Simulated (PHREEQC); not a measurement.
Dissolve 1.3 mol/kgw LiCl and 0.1 mol/kgw NaCl at 25 °C. Closed to the air; pH follows from the charge balance.

Computed with PHREEQC (Pitzer model, pitzer.dat).

Each row changes one thing in this solution. No solid was allowed to form.

| case | pH | SI of Halite (NaCl) |
|---|---|---|
| as made | 6.72 | -2.71 |
| LiCl replaced by HCl at the same molality | -0.23 | -2.65 |
| LiCl from 1.3 to 0.65 mol/kgw | 6.84 | -3.02 |
| temperature from 25 to 30 °C | 6.64 | -2.72 |
